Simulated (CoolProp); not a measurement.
Vapour-liquid equilibrium of methane (1) + ethane (2) at 164.5 K; x and y are mole fractions of (1).

Computed with CoolProp (multi-fluid Helmholtz-energy mixture model, Setzmann 1991 and Bücker 2006; pair parameters Kunz 2012).

```csv
x,bubble pressure (MPa),y at the bubble point,dew pressure at overall composition x (MPa),liquid density (mol/L)
0.05,0.1354,0.784,0.03115,19.09
0.125,0.2880,0.900,0.03382,19.38
0.2,0.4338,0.935,0.03698,19.66
0.275,0.5735,0.953,0.04081,19.94
0.35,0.7078,0.963,0.04550,20.19
0.425,0.8377,0.970,0.05142,20.44
0.5,0.9644,0.975,0.05910,20.66
0.575,1.089,0.980,0.06946,20.85
0.65,1.214,0.983,0.08422,20.99
0.725,1.340,0.987,0.1069,21.08
0.8,1.472,0.990,0.1463,21.08
0.875,1.614,0.993,0.2315,20.96
0.95,1.774,0.997,0.5469,20.66
```

No azeotrope shows between x = 0.05 and 0.95.

The pair parameters rest on a limited set of measurements; away from them the model extrapolates. The gap from Raoult's law changes sign with composition, which may be real or a fault of the pair parameters; it wasn't checked against measurements.
